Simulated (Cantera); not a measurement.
A Cantera script and its output.

```python
import numpy as np
import cantera as ct

gas = ct.Solution("h2o2.yaml")
gas.TPX = 650, 1000000, {'H2': 1, 'O2': 0.179, 'N2': 0.671}
flame = ct.FreeFlame(gas, width=0.008)
flame.set_refine_criteria(ratio=3, slope=0.08, curve=0.16)
flame.transport_model = "mixture-averaged"
flame.solve(loglevel=0, auto=True)
flame.transport_model = "multicomponent"
flame.soret_enabled = True
flame.solve(loglevel=0, refine_grid=True)
z, T = flame.grid, flame.T
thick = (T[-1] - T[0]) / np.gradient(T, z).max()
show = ['H2', 'O2', 'OH', 'H2O2', 'O', 'H2O']
print(f"laminar burning velocity  {flame.velocity[0] * 100:.3f} cm/s")
print(f"burnt temperature         {T[-1]:.1f} K")
print(f"thermal thickness         {thick * 1e3:.4f} mm")
print(f"grid points               {len(z)}")
z0 = z[flame.heat_release_rate.argmax()]
print(f"{'z/mm':>9s}{'T/K':>9s}{'u/(m/s)':>9s}" + "".join(f"{s:>11s}" for s in show))
rows = []
for k in (-3, -2, -1.5, -1, -0.5, -0.25, 0, 0.25, 0.5, 1, 2, 4, 8):
    zz = z0 + k * thick
    rows.append([k * thick, np.interp(zz, z, T), np.interp(zz, z, flame.velocity),
                 *(np.interp(zz, z, flame.X[gas.species_index(s)]) for s in show)])
    print(f"{rows[-1][0] * 1e3:9.3f}{rows[-1][1]:9.1f}{rows[-1][2]:9.3f}" + "".join(f"{x:11.3e}" for x in rows[-1][3:]))
```

It prints:

```
laminar burning velocity  792.052 cm/s
burnt temperature         2125.9 K
thermal thickness         0.0273 mm
grid points               120
     z/mm      T/K  u/(m/s)         H2         O2         OH       H2O2          O        H2O
   -0.082    650.0    7.920  5.405e-01  9.676e-02  1.465e-15  6.527e-12  3.143e-14  3.563e-09
   -0.055    650.1    7.919  5.404e-01  9.679e-02  1.628e-12  8.442e-10  3.482e-11  2.900e-07
   -0.041    650.4    7.916  5.399e-01  9.689e-02  2.908e-11  7.854e-09  6.181e-10  2.251e-06
   -0.027    654.1    7.910  5.365e-01  9.761e-02  2.755e-09  2.435e-07  4.040e-08  4.758e-05
   -0.014    748.7    8.632  5.078e-01  1.005e-01  6.078e-05  3.258e-05  1.448e-05  4.995e-03
   -0.007   1027.8   11.544  4.761e-01  8.981e-02  5.282e-04  7.418e-05  1.822e-04  3.405e-02
    0.000   1383.3   15.422  4.328e-01  6.160e-02  1.066e-03  2.780e-05  7.085e-04  9.229e-02
    0.007   1635.6   18.228  3.912e-01  3.052e-02  1.554e-03  4.971e-06  8.421e-04  1.518e-01
    0.014   1771.0   19.736  3.688e-01  1.231e-02  1.650e-03  2.226e-06  5.144e-04  1.865e-01
    0.027   1883.6   20.945  3.596e-01  1.955e-03  1.552e-03  6.879e-07  1.646e-04  2.069e-01
    0.055   1965.8   21.776  3.640e-01  1.227e-04  1.288e-03  1.893e-07  6.433e-05  2.116e-01
    0.109   2029.2   22.391  3.701e-01  9.694e-06  9.157e-04  7.511e-08  2.730e-05  2.130e-01
    0.219   2073.2   22.808  3.746e-01  2.768e-06  5.717e-04  2.940e-08  9.658e-06  2.141e-01
```

Cantera simulation using the H2/O2 subset of GRI-Mech 3.0, which has no nitrogen chemistry; the numbers are that mechanism's predictions, not measurements. The hydrogen kinetics of GRI-Mech 3.0 are dated; newer H2 mechanisms differ, most at raised pressure. Burning velocities carry a grid error of a few per cent, more on coarse grids.
